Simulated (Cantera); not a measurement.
A perfectly stirred reactor is fed with CO : O2 : H2O : N2 = 0.0023 : 0.049 : 0.0038 : 1 (molar parts), equivalence ratio 0.023, at 46000 Pa; it is held at 1425 K, and followed from long to short residence time.

Model: GRI-Mech 3.0 (53 species, 325 reactions), integrated in Cantera.

### Question
Predict: x(CO) at τ = 22.0 s; x(O2) at τ = 22.0 s; x(H2O) at τ = 22.0 s; x(CO2) at τ = 22.0 s; x(CO) at τ = 49.0 ms; x(O2) at τ = 49.0 ms; x(H2O) at τ = 49.0 ms; x(H2O2) at τ = 49.0 ms; x(CO2) at τ = 49.0 ms.

### Answer
- x(CO) at τ = 22.0 s: 4.54e-6
- x(O2) at τ = 22.0 s: 0.0454
- x(H2O) at τ = 22.0 s: 0.00360
- x(CO2) at τ = 22.0 s: 0.00218
- x(CO) at τ = 49.0 ms: 0.000277
- x(O2) at τ = 49.0 ms: 0.0454
- x(H2O) at τ = 49.0 ms: 0.00354
- x(H2O2) at τ = 49.0 ms: 1.24e-8
- x(CO2) at τ = 49.0 ms: 0.00191
